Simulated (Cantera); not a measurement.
Cantera with NASA thermochemical tables; ideal gases at 1 bar, condensed phases pure. Values are per mole of reaction as written; species without (g) are pure solids or liquids, kept so even where they would boil at 1 bar.

2 H₂(g) + 3 SiCl₄(g) + Si = 4 SiHCl₃(g), with ΔH° = 3.2 kJ and ΔS° = -18.5 J/K at 300 K.

### Question
How far is the shortcut ΔG° ≈ ΔH°(300 K) − T·ΔS°(300 K) from the full temperature-dependent value at 2623, 2673, 2723, 2773, 2823, 2873, 2923, 2973 K?

### Answer
```
T (K)  shortcut (kJ)  full (kJ)  difference (kJ)  difference in log10 K  condensed phases
-----  -------------  ---------  ---------------  ---------------------  ----------------
2623            51.8      142.5            -90.8                   1.81             Si(l)
2673            52.7      146.3            -93.7                   1.83             Si(l)
2723            53.6      150.2            -96.6                   1.85             Si(l)
2773            54.5      154.0            -99.4                   1.87             Si(l)
2823            55.4      157.8           -102.3                   1.89             Si(l)
2873            56.4      161.5           -105.2                   1.91             Si(l)
2923            57.3      165.3           -108.0                   1.93             Si(l)
2973            58.2      169.1           -110.9                   1.95             Si(l)
```
The shortcut ignores heat capacities and the phase changes listed.
